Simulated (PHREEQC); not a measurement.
A solution holds 0.16 mol/kgw CuSO4, 3.3e-05 mol/kgw HCl and 0.00022 mol/kgw Na2SO4, at 25 °C. Closed to the air; pH follows from the charge balance.

All values are PHREEQC results (ion-association model, wateq4f.dat), not measurements.

Each row changes one thing in this solution. This is a speciation only: nothing precipitates in the calculation.

| case | pH | ionic strength (mol/kgw) | SO4-2 (mol/kgw) | Na+ (mol/kgw) | HSO4- (mol/kgw) | NaSO4- (mol/kgw) | SI of Mirabilite (Na2SO4:10H2O) |
|---|---|---|---|---|---|---|---|
| as made | 4.43 | 0.312 | 0.0781 | 0.000401 | 0.000101 | 3.90e-5 | -7.69 |
| CuSO4 replaced by Rb2SO4 at the same molality | 5.27 | 0.480 | 0.160 | 0.000376 | 2.60e-5 | 6.43e-5 | -7.55 |
| diluted 2-fold with water | 4.53 | 0.170 | 0.0424 | 0.000206 | 5.14e-5 | 1.36e-5 | -8.39 |
| HCl replaced by CuCl2 at the same molality | 4.46 | 0.313 | 0.0781 | 0.000401 | 9.27e-5 | 3.90e-5 | -7.69 |
| temperature from 25 to 20 °C | 4.47 | 0.315 | 0.0787 | 0.000402 | 8.23e-5 | 3.84e-5 | -7.45 |
| HCl left out | 4.46 | 0.312 | 0.0781 | 0.000401 | 9.27e-5 | 3.90e-5 | -7.69 |
| 0.017 mol/kgw LiNO3 added | 4.42 | 0.334 | 0.0786 | 0.000402 | 0.000100 | 3.84e-5 | -7.71 |
| CuSO4 from 0.16 to 0.24 mol/kgw | 4.39 | 0.449 | 0.112 | 0.000392 | 0.000142 | 4.81e-5 | -7.64 |

Complexes and solids missing from the database can't appear. Some of these states are supersaturated (in Antlerite, Brochantite, for instance).
